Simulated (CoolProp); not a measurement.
Model: reference Helmholtz-energy equation of state, Gao 2022, in CoolProp.

Q: For n-perfluoropentane, give the phase and the cp (kJ/(kg K)), speed of sound (m/s), Joule-Thomson coefficient (K/MPa) at 430.1 K and 66.7 kPa.

A: 
- 430.1 K and 66.7 kPa: gas; cp 0.983, speed of sound 112, Joule-Thomson coefficient 7.09
